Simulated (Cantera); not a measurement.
Mixture: CH₄ : O₂ : N₂ : H₂O = 1 : 4.65 : 13.5 : 0.49 (molar parts), equivalence ratio 0.43, at 290000 Pa, adiabatic and at constant volume. Ignition delay is the time to a rise of 400 K.

Detailed kinetics in Cantera: GRI-Mech 3.0 (53 species, 325 reactions).

Q: What does this change do: pressure from 290000 Pa to 2300000 Pa?

A: 
```json
[
 {"quantity": "delay at 1148 K", "before": "18.7 ms", "after": "2.40 ms"},
 {"quantity": "delay at 1248 K", "before": "4.91 ms", "after": "0.670 ms"},
 {"quantity": "delay at 1348 K", "before": "1.49 ms", "after": "0.225 ms"},
 {"quantity": "delay at 1448 K", "before": "0.515 ms", "after": "86.2 µs"},
 {"quantity": "delay at 1548 K", "before": "0.205 ms", "after": "36.6 µs"},
 {"quantity": "delay at 1648 K", "before": "92.3 µs", "after": "16.8 µs"},
 {"quantity": "delay at 1748 K", "before": "46.3 µs", "after": "8.35 µs"},
 {"quantity": "apparent activation energy between 1548 and 1748 K", "before": "170 kJ/mol", "after": "170 kJ/mol"}
]
```
The pressure lies above the range GRI-Mech 3.0 was tuned for (to about 10 atm).

Q: What does this change do: O2 4.65 to 3.1 parts?

A: 
| quantity | before | after |
|---|---|---|
| delay at 1148 K | 18.7 ms | 32.1 ms |
| delay at 1248 K | 4.91 ms | 8.50 ms |
| delay at 1348 K | 1.49 ms | 2.54 ms |
| delay at 1448 K | 0.515 ms | 0.844 ms |
| delay at 1548 K | 0.205 ms | 0.313 ms |
| delay at 1648 K | 92.3 µs | 0.131 ms |
| delay at 1748 K | 46.3 µs | 61.8 µs |
| apparent activation energy between 1548 and 1748 K | 170 kJ/mol | 180 kJ/mol |

Q: What does this change do: constant pressure in place of constant volume?

A: 
| quantity | before | after |
|---|---|---|
| delay at 1148 K | 18.7 ms | 19.2 ms |
| delay at 1248 K | 4.91 ms | 5.08 ms |
| delay at 1348 K | 1.49 ms | 1.55 ms |
| delay at 1448 K | 0.515 ms | 0.538 ms |
| delay at 1548 K | 0.205 ms | 0.214 ms |
| delay at 1648 K | 92.3 µs | 96.9 µs |
| delay at 1748 K | 46.3 µs | 48.8 µs |
| apparent activation energy between 1548 and 1748 K | 170 kJ/mol | 170 kJ/mol |
